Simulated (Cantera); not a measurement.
**SiF4 + C2H2 + H2 + CH4 (silicon carbide growth)**

A closed system holds: 1 mol SiF4, 0.11 mol C2H2, 990 mol H2, 0.63 mol CH4, at 0.0200 bar.

Cantera equilibrium calculation (NASA polynomials, part measured and part estimated; ideal gas, pure solids and liquids). Candidate condensed phases: C, C6H6, C7H8, C8H18, Si, SiC; 113 gas species. The tables' values for SiF2, SiF3, SiF are old estimates; treat these amounts as uncertain. Gases not in the tables: Si2H6 and higher silanes. Equilibrium is a limit: real reactors are often held back by kinetics, nucleation or transport.

From 977 °C to 1177 °C the condensed part is C(graphite) + SiC(s). From 1277 °C to 1777 °C the condensed part is SiC(s). The main Si-bearing gas is SiF4 at 977 °C and Si at 1777 °C. The share of Si in condensed phases is highest at 1377 °C (82.7 %) and lowest at 977 °C (21.5 %).

| T (°C) | log p H2 | log p H | log p HF | log p SiF4 | log p Si | log p C2H2 (acetylene) | log p CH4 | n C(graphite) | n SiC(s) |
|---|---|---|---|---|---|---|---|---|---|
| 977 | -1.70 | -7.17 | -4.72 | -4.84 | <-13 | -8.30 | -5.36 | 0.417 | 0.215 |
| 1077 | -1.70 | -6.47 | -4.43 | -5.03 | -12.12 | -7.61 | -5.64 | 0.300 | 0.434 |
| 1177 | -1.70 | -5.87 | -4.23 | -5.42 | -10.74 | -7.01 | -5.88 | 0.0820 | 0.693 |
| 1277 | -1.70 | -5.35 | -4.16 | -5.94 | -9.33 | -6.90 | -6.30 | 0 | 0.812 |
| 1377 | -1.70 | -4.89 | -4.14 | -6.55 | -8.06 | -6.89 | -6.70 | 0 | 0.827 |
| 1477 | -1.70 | -4.48 | -4.14 | -7.23 | -7.05 | -6.63 | -6.94 | 0 | 0.821 |
| 1577 | -1.70 | -4.12 | -4.13 | -7.93 | -6.23 | -6.25 | -7.07 | 0 | 0.789 |
| 1677 | -1.70 | -3.79 | -4.13 | -8.63 | -5.57 | -5.76 | -7.12 | 0 | 0.668 |
| 1777 | -1.71 | -3.50 | -4.13 | -9.30 | -5.01 | -5.24 | -7.13 | 0 | 0.244 |
log p: log10 of the partial pressure in bar; n: condensed amount in mol.
